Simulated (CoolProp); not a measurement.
Vapour-liquid equilibrium of R125 (1) + R152A (2) at 216.6 K; x and y are mole fractions of (1).

Model: multi-fluid Helmholtz-energy mixture model, Lemmon 2005 and Outcalt 1996; pair parameters Bell 2016, in CoolProp.

```json
[
 {"x": "0.05", "bubble pressure (MPa)": "0.02114", "y at the bubble point": "0.161", "dew pressure at overall composition x (MPa)": "0.01933", "liquid density (mol/L)": "[?]"},
 {"x": "0.125", "bubble pressure (MPa)": "0.02465", "y at the bubble point": "0.333", "dew pressure at overall composition x (MPa)": "0.02051", "liquid density (mol/L)": "15.80"},
 {"x": "0.2", "bubble pressure (MPa)": "0.02794", "y at the bubble point": "0.458", "dew pressure at overall composition x (MPa)": "0.02184", "liquid density (mol/L)": "15.51"},
 {"x": "0.275", "bubble pressure (MPa)": "0.03113", "y at the bubble point": "0.556", "dew pressure at overall composition x (MPa)": "0.02334", "liquid density (mol/L)": "15.24"},
 {"x": "0.35", "bubble pressure (MPa)": "[?]", "y at the bubble point": "[?]", "dew pressure at overall composition x (MPa)": "0.02504", "liquid density (mol/L)": "14.97"},
 {"x": "0.425", "bubble pressure (MPa)": "0.03750", "y at the bubble point": "0.704", "dew pressure at overall composition x (MPa)": "0.02699", "liquid density (mol/L)": "14.71"},
 {"x": "0.5", "bubble pressure (MPa)": "0.04079", "y at the bubble point": "0.763", "dew pressure at overall composition x (MPa)": "0.02923", "liquid density (mol/L)": "14.45"},
 {"x": "0.575", "bubble pressure (MPa)": "0.04421", "y at the bubble point": "0.814", "dew pressure at overall composition x (MPa)": "0.03184", "liquid density (mol/L)": "14.20"},
 {"x": "0.65", "bubble pressure (MPa)": "0.04776", "y at the bubble point": "0.860", "dew pressure at overall composition x (MPa)": "0.03492", "liquid density (mol/L)": "13.96"},
 {"x": "0.725", "bubble pressure (MPa)": "0.05145", "y at the bubble point": "0.899", "dew pressure at overall composition x (MPa)": "0.03862", "liquid density (mol/L)": "13.72"},
 {"x": "0.8", "bubble pressure (MPa)": "0.05525", "y at the bubble point": "[?]", "dew pressure at overall composition x (MPa)": "[?]", "liquid density (mol/L)": "13.48"},
 {"x": "0.875", "bubble pressure (MPa)": "0.05914", "y at the bubble point": "0.962", "dew pressure at overall composition x (MPa)": "0.04911", "liquid density (mol/L)": "13.25"},
 {"x": "0.95", "bubble pressure (MPa)": "[?]", "y at the bubble point": "0.986", "dew pressure at overall composition x (MPa)": "0.05739", "liquid density (mol/L)": "13.02"}
]
```

**Question.** Fill in the missing entries.

**Answer.** 
- 0.05, liquid density (mol/L): 16.09
- 0.35, bubble pressure (MPa): 0.03429
- 0.35, y at the bubble point: 0.636
- 0.8, y at the bubble point: 0.933
- 0.8, dew pressure at overall composition x (MPa): 0.04320
- 0.95, bubble pressure (MPa): 0.06304

No azeotrope shows between x = 0.05 and 0.95.

The pair parameters rest on a limited set of measurements; away from them the model extrapolates. The gap from Raoult's law changes sign with composition, which may be real or a fault of the pair parameters; it wasn't checked against measurements.
